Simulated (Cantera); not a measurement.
Input (Python, Cantera) and output of one run.

```python
import numpy as np
import cantera as ct

gas_names = """
    NO N
""".split()
cond_names = """
    VN(s) V2O4(I) V2O4(II) V2O4(L)
""".split()


# ... load() reads the species with a 1 bar reference pressure and builds the phases ...
species = {s.name: s for s in load("nasa_gas.yaml", gas_names) + load("nasa_condensed.yaml", cond_names)}
# Each term lists the table entries of one substance; the one whose range holds T is used.
reactions = {
    '4 NO(g) + 2 VN = V2O4 + 6 N(g)':
        [(-4, ['NO']), (-2, ['VN(s)']), (1, ['V2O4(I)', 'V2O4(II)', 'V2O4(L)']), (6, ['N'])],
}


def pick(names, T):
    return next(species[n] for n in names if species[n].thermo.min_temp <= T <= species[n].thermo.max_temp)


results = []
for label, terms in reactions.items():
    print(label)
    print("     T/K   dH/kJ  dS/(J/K)   dG/kJ   log10 K")
    for T in [575, 725, 875, 1025, 1175, 1325, 1475, 1625, 1775, 1925, 2075]:
        used = [(nu, pick(names, T)) for nu, names in terms]
        dH = sum(nu * s.thermo.h(T) for nu, s in used) / 1e6
        dS = sum(nu * s.thermo.s(T) for nu, s in used) / 1e3
        dG = dH - T * dS / 1e3
        logK = -dG * 1e6 / (ct.gas_constant * T * np.log(10))
        results.append((label, T, dH, dS, dG, logK, [s.name for _, s in used]))
        print(f"{T:8g} {dH:8.1f} {dS:8.1f} {dG:8.1f} {logK:8.2f}")
```

Result:

```
4 NO(g) + 2 VN = V2O4 + 6 N(g)
     T/K   dH/kJ  dS/(J/K)   dG/kJ   log10 K
     575   1501.5    166.3   1405.9  -127.72
     725   1509.1    178.0   1380.1   -99.43
     875   1516.1    186.8   1352.7   -80.75
    1025   1522.6    193.7   1324.1   -67.48
    1175   1528.7    199.2   1294.6   -57.55
    1325   1534.5    203.8   1264.4   -49.84
    1475   1539.9    207.7   1233.5   -43.68
    1625   1545.1    211.1   1202.1   -38.64
    1775   1550.1    214.0   1170.2   -34.44
    1925   1670.7    280.3   1131.1   -30.69
    2075   1680.2    285.0   1088.7   -27.41
```

Source: NASA polynomial tables (part measured, part estimated), evaluated in Cantera. VN: taken at fixed stoichiometry. Condensed species are held in their standard states even where they would react or evaporate.
